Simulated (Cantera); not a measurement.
Feed: 1 mol SiH2Cl2, 0.032 mol C2H4, 3.8 mol H2, equilibrated at 0.100 bar.

Equilibrium computed with Cantera from the NASA thermochemical tables; the gas is ideal and each condensed phase is pure. Candidate condensed phases: C, C6H6, C7H8, C8H18, Si, SiC; 109 gas species. Mutual solubility and eutectic melting of coexisting phases are not modelled. Rates play no part.

Over these rows the condensed part is Si(s) + SiC(s). Partial pressures as log10 of bar:

```tsv
T (K)	1000/T (1/K)	log p SiCl4	log p H2	log p HCl	log p SiCl2
1425	0.7018	-3.03	-1.11	-1.89	-2.19
1475	0.6780	?	-1.11	-1.87	-2.13
1525	0.6557	-3.56	-1.12	-1.86	-2.09
1575	0.6349	-3.84	-1.12	-1.85	-2.06
1625	0.6154	-4.12	-1.12	-1.85	-2.04
1675	0.5970	-4.38	-1.12	-1.85	-2.03
```

Problem. Fit log p(SiCl4) = a + b·(1000/T) to the five rows, give the apparent enthalpy, and predict the row at 1475 K.

Solution. Means: 1000/T = 0.6410, log p = -3.786. Sxy = 0.084303, Sxx = 0.0065413, so b = 12.89 and a = -3.786 − (12.89)×0.6410 = -12.05.
Apparent enthalpy: −19.145 × (12.89) = -247 kJ/mol. With the condensed phases at unit activity, 2 SiCl2(g) = SiCl4(g) + Si(s) links this pressure to the main gases: over the six rows their terms move log p by +0.32 in all, so the slope isn't that reaction's ΔH° alone. The five rows lie within 0.04 of the line.
Prediction at 1475 K: -12.05 + (12.89)×0.6780 = -3.31. The computed value is -3.29, 0.02 from the line.
